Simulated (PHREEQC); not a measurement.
## Alkaline etch or developer: speciation

Dissolve 7.3 mmol/kgw TMAH, 11 mmol/kgw H3BO3 and 0.35 mmol/kgw (CH3)4NCl at 10 °C. Closed to the air; pH follows from the charge balance.

Model: ion-association model, phreeqc.dat, run in PHREEQC.

```
Property                   Result
----------------  ---------------
pH                           9.62
ionic strength    0.00765 mol/kgw
total alkalinity      7.30 meq/kg
```

```
species   molality  activity   log γ
--------  --------  --------  ------
(CH3)4N+   0.00765   0.00699  -0.039
H2BO3-     0.00729   0.00666  -0.039
H3BO3      0.00371   0.00372   0.001
Cl-       0.000350  0.000320  -0.039
OH-        1.34e-5   1.22e-5  -0.040
```

No solid was allowed to form. Complexes and solids missing from the database can't appear. (CH3)4N+ isn't in the database: it is added as a free cation with an ion size of 4 Å. Away from 25 °C the constants follow the database's enthalpies or fits; those with neither stay at their 25 °C values.
